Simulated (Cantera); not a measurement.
Standard-state values (1 bar) from the NASA 1993 polynomials, evaluated with Cantera. Values are per mole of reaction as written; species without (g) are pure solids or liquids, kept so even where they would boil at 1 bar.

Q: Between 300 and 2698 K, where is each reaction favourable under standard conditions?
- 1.333 Ti + O₂(g) ⇌ 0.6667 Ti₂O₃
- Zr + O₂(g) ⇌ ZrO₂(g)
- 1.333 B + O₂(g) ⇌ 0.6667 B₂O₃(g)

A: 
- 1.333 Ti + O₂(g) ⇌ 0.6667 Ti₂O₃: ΔG° is -956 kJ at 300 K and -556 kJ at 2698 K; it stays negative (K > 1). ΔH° is -936 kJ and ΔS° -141 J/K at 2698 K.
- Zr + O₂(g) ⇌ ZrO₂(g): ΔG° is -295 kJ at 300 K and -327 kJ at 2698 K; it stays negative (K > 1). ΔH° is -341 kJ and ΔS° -5 J/K at 2698 K.
- 1.333 B + O₂(g) ⇌ 0.6667 B₂O₃(g): ΔG° is -550 kJ at 300 K and -472 kJ at 2698 K; it stays negative (K > 1). ΔH° is -639 kJ and ΔS° -62 J/K at 2698 K.
